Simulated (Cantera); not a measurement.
**Silicon epitaxy and polysilicon growth: SiH₄ + HCl + N₂**

Feed: 1 mol SiH₄, 4.5 mol HCl, 7.4 mol N₂, held at 8200 Pa.

Cantera equilibrium calculation (NASA polynomials, part measured and part estimated; ideal gas, pure solids and liquids). Candidate condensed phases: NH₄Cl, Si, Si₃N₄; 28 gas species. N₂ is the only nitrogen source here; it is nearly inert below about 1500 K, so the nitride shown seldom forms there in practice. The tables' values for SiCl₃, SiCl are old estimates; treat these amounts as uncertain. Equilibrium is a limit: real reactors are often held back by kinetics, nucleation or transport.

From 1148 K to 1698 K the condensed part is Si₃N₄(s). From 1748 K to 1798 K nothing is condensed. The main Si-bearing gas is SiCl₄ at 1148 K and SiCl₂ at 1798 K.

```json
[
 {"T (K)": "1148", "x N₂": "0.524", "x HCl": "0.269", "x H₂": "0.188", "x SiCl₂": "2.08e-5", "x SiCl₄": "0.0179", "n Si₃N₄(s)": "0.253"},
 {"T (K)": "1198", "x N₂": "0.523", "x HCl": "0.273", "x H₂": "0.186", "x SiCl₂": "6.86e-5", "x SiCl₄": "0.0168", "n Si₃N₄(s)": "0.257"},
 {"T (K)": "1248", "x N₂": "0.523", "x HCl": "0.276", "x H₂": "0.185", "x SiCl₂": "0.000204", "x SiCl₄": "0.0157", "n Si₃N₄(s)": "0.259"},
 {"T (K)": "1298", "x N₂": "0.522", "x HCl": "0.278", "x H₂": "0.184", "x SiCl₂": "0.000553", "x SiCl₄": "0.0145", "n Si₃N₄(s)": "0.260"},
 {"T (K)": "1348", "x N₂": "0.522", "x HCl": "0.278", "x H₂": "0.183", "x SiCl₂": "0.00138", "x SiCl₄": "0.0132", "n Si₃N₄(s)": "0.258"},
 {"T (K)": "1398", "x N₂": "0.522", "x HCl": "0.277", "x H₂": "0.183", "x SiCl₂": "0.00314", "x SiCl₄": "0.0117", "n Si₃N₄(s)": "0.252"},
 {"T (K)": "1448", "x N₂": "0.522", "x HCl": "0.272", "x H₂": "0.184", "x SiCl₂": "0.00655", "x SiCl₄": "0.00989", "n Si₃N₄(s)": "0.240"},
 {"T (K)": "1498", "x N₂": "0.523", "x HCl": "0.264", "x H₂": "0.187", "x SiCl₂": "0.0124", "x SiCl₄": "0.00773", "n Si₃N₄(s)": "0.217"},
 {"T (K)": "1548", "x N₂": "0.525", "x HCl": "0.250", "x H₂": "0.192", "x SiCl₂": "0.0213", "x SiCl₄": "0.00546", "n Si₃N₄(s)": "0.182"},
 {"T (K)": "1598", "x N₂": "0.527", "x HCl": "0.231", "x H₂": "0.198", "x SiCl₂": "0.0330", "x SiCl₄": "0.00344", "n Si₃N₄(s)": "0.137"},
 {"T (K)": "1648", "x N₂": "0.530", "x HCl": "0.209", "x H₂": "0.207", "x SiCl₂": "0.0463", "x SiCl₄": "0.00195", "n Si₃N₄(s)": "0.0829"},
 {"T (K)": "1698", "x N₂": "0.533", "x HCl": "0.184", "x H₂": "0.216", "x SiCl₂": "0.0600", "x SiCl₄": "0.00102", "n Si₃N₄(s)": "0.0258"},
 {"T (K)": "1748", "x N₂": "0.534", "x HCl": "0.174", "x H₂": "0.219", "x SiCl₂": "0.0668", "x SiCl₄": "0.000554", "n Si₃N₄(s)": "0"},
 {"T (K)": "1798", "x N₂": "0.533", "x HCl": "0.175", "x H₂": "0.218", "x SiCl₂": "0.0679", "x SiCl₄": "0.000329", "n Si₃N₄(s)": "0"}
]
```
x: gas mole fraction; n: condensed amount in mol.
